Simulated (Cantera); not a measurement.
An isothermal, constant-pressure homogeneous reactor starts with C₂H₆ : N₂ = 1 : 5.2 (molar parts), at 1750 K and 750 Torr. Integrator tolerance rtol = 1e-08.

Detailed kinetics in Cantera: GRI-Mech 3.0 (53 species, 325 reactions). GRI-Mech 3.0 stops at C3 and has no aromatics, soot or wall deposition, so with more carbon than oxygen in the feed, carbon stays in small species such as C2H2 where larger ones or solid carbon would form.

Question: What does this change do: pressure from 750 Torr to 135 Torr?

Answer: 
| quantity | before | after |
|---|---|---|
| x(C₂H₆) at 100 s | 3.84e-7 (gas-phase equilibrium 2.06e-7) | 1.30e-8 (gas-phase equilibrium 6.91e-9) |
| x(C₂H₄) at 100 s | 0.000948 (gas-phase equilibrium 0.000505) | 0.000176 (gas-phase equilibrium 9.32e-5) |
| x(C₂H) at 100 s | 4.04e-7 (gas-phase equilibrium 2.13e-7) | 9.57e-7 (gas-phase equilibrium 5.06e-7) |
| x(CH₃) at 100 s | 3.31e-5 (gas-phase equilibrium 2.42e-5) | 1.44e-5 (gas-phase equilibrium 1.05e-5) |
| x(C₂H₂) at 100 s | 0.120 (gas-phase equilibrium 0.0634) | 0.121 (gas-phase equilibrium 0.0642) |
